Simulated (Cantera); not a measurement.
Charge: 1 mol MgCO3, 2.5 mol CO2, 5.8 mol H2, at 1800 °C and 5.40 mbar.

Method: chemical equilibrium by Gibbs-energy minimisation in Cantera with the NASA 1993 tables (ideal gas, pure condensed phases). Candidate condensed phases: C, C6H6, C7H8, C8H18, H2O, Mg, MgCO3, MgO, Mg(OH)2; 116 gas species. The numbers say what is thermodynamically allowed, not how fast it happens.

### Question
What is the equilibrium state?

### Answer
| Property | Result |
|---|---|
| x(H2O) | 0.308 |
| x(CO) | 0.303 |
| x(H2) | 0.293 |
| x(CO2) | 0.0659 |
| x(H) | 0.0194 |
| x(Mg) | 0.00733 |
| x(OH) | 0.00232 |
| x(MgOH) | 0.000173 |
| x(O) | 0.000110 |
| n(MgO(s)) | 0.929 mol |
| gas amount | 9.475 mol |
| log10 activity of Mg(l) (absent) | -6.02 |
| log10 activity of C(graphite) (absent) | -6.86 |
